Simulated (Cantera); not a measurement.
An isothermal, constant-pressure homogeneous reactor starts with 20.0 % C2H6, 80.0 % N2, at 1450 K and 0.000651 atm.

Cantera simulation using GRI-Mech 3.0 (53 species, 325 reactions); the numbers are that mechanism's predictions, not measurements. GRI-Mech 3.0 stops at C3 and has no aromatics, soot or wall deposition, so with more carbon than oxygen in the feed, carbon stays in small species such as C2H2 where larger ones or solid carbon would form. Radical loss at walls, strong at low pressure, is not modelled.

Task: Predict: x(C2H6) at 70.0 s; x(H2) at 70.0 s; x(CH2) at 70.0 s; x(C2H4) at 70.0 s; x(CH4) at 70.0 s.

Result: 
```json
{
 "x(C2H6) at 70.0 s": "3.20e-6 (gas-phase equilibrium 1.96e-11)",
 "x(H2) at 70.0 s": "0.224 (gas-phase equilibrium 0.286)",
 "x(CH2) at 70.0 s": "4.81e-8 (gas-phase equilibrium 3.38e-10)",
 "x(C2H4) at 70.0 s": "0.000331 (gas-phase equilibrium 8.14e-6)",
 "x(CH4) at 70.0 s": "0.0503 (gas-phase equilibrium 4.50e-5)"
}
```
